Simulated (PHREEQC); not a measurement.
Consider water at 90 °C with 0.0072 mol HCl, 0.041 mol FeCl3 and 0.0012 mol KCl per kg of water. Closed to the air; pH follows from the charge balance.

Equilibrium calculation in PHREEQC: ion-association model, wateq4f.dat.

This is a speciation only: nothing precipitates in the calculation.

**Question.** What pH, ionic strength does the model give?

**Answer.** pH 1.68; ionic strength 0.176 mol/kgw.

**Question.** In which forms is Cl present?

**Answer.** Cl- 86 %, FeCl+2 14 %, FeCl2+ 0.7 % of the Cl.

The solution is supersaturated, for example in Hematite (slow to form), Goethite (slow to form), so a real one may precipitate; this is no full list. Complexes and solids missing from the database can't appear. Away from 25 °C the constants follow the database's enthalpies or fits; those with neither stay at their 25 °C values.
